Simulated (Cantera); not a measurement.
Catalytic combustion on Pt

An isothermal plug-flow reactor at 775 K and 54000 Pa (inlet), inlet velocity 4.9 m/s, active area per volume 8500 1/m; feed CO : O2 : N2 : H2O = 0.0023 : 0.011 : 0.79 : 0.005 (molar parts).

Cantera simulation using Deutschmann's 1995 Pt surface mechanism with GRI-Mech 3.0 gas chemistry; the numbers are that mechanism's predictions, not measurements. Catalytic surfaces can have several steady states; this one follows from the mechanism file's or the stated starting coverage. Mass transfer to the wall is taken as infinitely fast.

```tsv
z (m)	x CO	x O2	x H2O	x CO2	θ free Pt	θ O*	θ OH*
5.9e-05	0.000518	0.0125	0.00619	0.00233	0.116	0.880	0.00227
0.00013	0.000342	0.0124	0.00619	0.00251	0.0951	0.902	0.00207
0.00028	0.000180	0.0123	0.00619	0.00267	0.0842	0.914	0.00196
0.00059	5.94e-5	0.0122	0.00619	0.00279	0.0786	0.919	0.00190
0.0013	5.87e-6	0.0122	0.00619	0.00284	0.0764	0.922	0.00188
0.0028	4.90e-8	0.0122	0.00619	0.00285	0.0762	0.922	0.00188
0.0059	2.51e-12	0.0122	0.00619	0.00285	0.0762	0.922	0.00188
```
x: gas mole fraction; θ: surface coverage.
